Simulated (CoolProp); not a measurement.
Vapour-liquid equilibrium of acetone (1) + n-nonane (2) at 376.9 K; x and y are mole fractions of (1).

Computed with CoolProp (multi-fluid Helmholtz-energy mixture model, Lemmon 2006 and Lemmon 2006; pair parameters Bell 2016).

```csv
x,bubble pressure (MPa),y at the bubble point,dew pressure at overall composition x (MPa),liquid density (mol/L)
0.05,0.07657,0.689,0.02534,5.225
0.125,0.1401,___,0.02752,5.473
0.2,___,0.880,0.03010,5.742
0.275,0.2232,0.903,0.03320,6.038
0.35,0.2495,0.916,0.03702,6.363
0.425,0.2697,0.925,___,6.724
0.5,0.2863,0.932,0.04801,7.127
0.575,0.3013,0.939,0.05636,7.581
0.65,0.3161,0.946,0.06820,8.096
0.725,0.3318,0.953,0.08627,8.687
0.8,0.3494,0.963,0.1172,___
0.875,0.3695,0.974,0.1808,10.17
0.95,0.3925,0.988,0.3250,11.12
```

Q: Fill in the missing entries.

A: 
- 0.125, y at the bubble point: 0.835
- 0.2, bubble pressure (MPa): 0.1879
- 0.425, dew pressure at overall composition x (MPa): 0.04181
- 0.8, liquid density (mol/L): 9.372

No azeotrope shows between x = 0.05 and 0.95.

Pair parameters are fitted to limited data, so mixtures are less certain than the pure fluids. With so large a gap from Raoult's law the liquid may split in two, which this calculation doesn't test in full.
